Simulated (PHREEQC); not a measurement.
A column of 1 m (30 cells, dispersivity 0.035 m, 300 s a shift, diffusion coefficient 3e-10 m²/s) holds 0.0035 eq of the database's cation exchanger X per kg of pore water, first in equilibrium with 0.0017 mol/kgw CdCl2, 0.00081 mol/kgw MgCl2 and 1e-05 mol/kgw HCl. It is flushed with 0.00045 mol/kgw KCl, 0.001 mol/kgw MgCl2 and 1e-05 mol/kgw HCl, at 40 °C. Values are for the last cell. The system is closed to CO2. Nothing may precipitate in this run.

Equilibrium calculation in PHREEQC: ion-association model, phreeqc.dat.

Predict Cd in solution (mol/kgw), Mg in solution (mol/kgw) at pore volumes = 2.517, 2.85, 4.683.


```csv
pore volumes,Cd in solution (mol/kgw),Mg in solution (mol/kgw)
2.517,0.000371,0.000630
2.85,0.000274,0.000727
4.683,2.54e-5,0.000975
```

Species that the database lacks are ignored. Away from 25 °C the constants follow the database's enthalpies or fits; those with neither stay at their 25 °C values.
